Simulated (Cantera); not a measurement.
Feed: 1 mol Fe2O3, 0.51 mol C, a varied amount of CO, equilibrated at 1800 K and 101000 Pa.

Cantera equilibrium calculation (NASA polynomials, part measured and part estimated; ideal gas, pure solids and liquids). Candidate condensed phases: C, Fe, Fe(CO)5, FeO, Fe2O3, Fe3O4; 15 gas species. The tables' stoichiometric FeO is somewhat more stable than real wüstite, so its field is too wide. FeO: taken at fixed stoichiometry. Rates play no part.

**Question.** At 2.5 mol CO, list the 3 most abundant gas species with their mole fractions, and the condensed phases.

**Answer.** CO 0.837, CO2 0.163, Fe 1.78e-5. Condensed: FeO(l).
